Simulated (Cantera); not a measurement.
Input: 1 mol FeCl3, 5.3 mol H2O, 0.1 mol N2, held at 1800 K and 0.100 bar.

Method: chemical equilibrium by Gibbs-energy minimisation in Cantera with the NASA 1993 tables (ideal gas, pure condensed phases). The numbers say what is thermodynamically allowed, not how fast it happens.

| species | before | after |
|---|---|---|
| H2O | 0.590 | 0.584 |
| HCl | 0.316 | 0.335 |
| FeCl2 | 0.0489 | 0.0411 |
| O2 | 0.0173 | 0.0167 |
| N2 | 0.0141 | 0.0141 |
| H | 3.13e-5 | 7.90e-6 |
| FeCl3 | 0.000119 | 0.000419 |
| Cl2 | 9.85e-5 | 0.000276 |
| HOCl | 5.17e-6 | 1.35e-5 |
| O | 5.06e-5 | 1.98e-5 |
| H2 | 0.000765 | 0.000307 |
| Fe3O4(s), mol | 0.218 | 0.236 |
Gas species are given as mole fractions.

Which change was made?
(A) temperature from 1800 K to 950 K
(B) H2O from 5.3 to 1 mol
(C) pressure from 0.100 bar to 0.630 bar
(D) temperature from 1800 K to 1525 K

C, pressure from 0.100 bar to 0.630 bar
